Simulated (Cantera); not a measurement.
## Thermodynamics of abatement and gas-phase synthesis, feed HCl + H2O + H2 + Cl2

A closed system holds: 1 mol HCl, 0.2 mol H2O, 0.1 mol H2, 1.4 mol Cl2, equilibrated at 0.0133 bar.

Cantera equilibrium calculation (NASA polynomials, part measured and part estimated; ideal gas, pure solids and liquids). Candidate condensed phases: H2O; 14 gas species. The numbers say what is thermodynamically allowed, not how fast it happens.

| T (°C) | x Cl | x HCl | x Cl2 | x O2 | x H2O |
|---|---|---|---|---|---|
| 1525 | 0.515 | 0.422 | 0.0360 | 0.0257 | 0.00128 |
| 1575 | 0.532 | 0.416 | 0.0243 | 0.0251 | 0.00164 |
| 1625 | 0.544 | 0.412 | 0.0165 | 0.0245 | 0.00211 |
| 1675 | 0.553 | 0.408 | 0.0113 | 0.0239 | 0.00272 |
| 1725 | 0.559 | 0.405 | 0.00777 | 0.0232 | 0.00347 |
| 1775 | 0.564 | 0.401 | 0.00545 | 0.0224 | 0.00437 |
| 1825 | 0.569 | 0.397 | 0.00387 | 0.0214 | 0.00542 |
| 1875 | 0.573 | 0.393 | 0.00280 | 0.0202 | 0.00658 |
x: gas mole fraction; nothing condenses.

From 1525 °C to 1875 °C nothing is condensed.
